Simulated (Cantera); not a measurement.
Charge: 1 mol Si3N4, 0.0032 mol H2O, 400 mol N2, 0.41 mol N2O, held at 1948 K and 75.0 Torr.

Equilibrium computed with Cantera from the NASA thermochemical tables; the gas is ideal and each condensed phase is pure. Candidate condensed phases: H2O, Si, SiO2, Si2N2O, Si3N4; 35 gas species. The tables' values for SiN are old estimates; treat these amounts as uncertain. The numbers say what is thermodynamically allowed, not how fast it happens.

Base state: N2 0.999, SiO 0.00103, Si 0.000203, Si2N 2.29e-5, SiN 1.90e-5 (mole fractions); condensed: Si3N4(s).

### Question
What changes in the equilibrium state with this change: temperature from 1948 K to 1200 K?

### Answer
```
species           before  after
--------------  --------  -----
N2                 0.999  1.000
SiO              0.00103  <1e-9
Si              0.000203  <1e-9
Si2N             2.29e-5  <1e-9
SiN              1.90e-5  <1e-9
Si3N4(s), mol      0.826  0.725
Si2N2O(s), mol         0  0.413
```
Mutual solubility and eutectic melting of coexisting phases are not modelled.
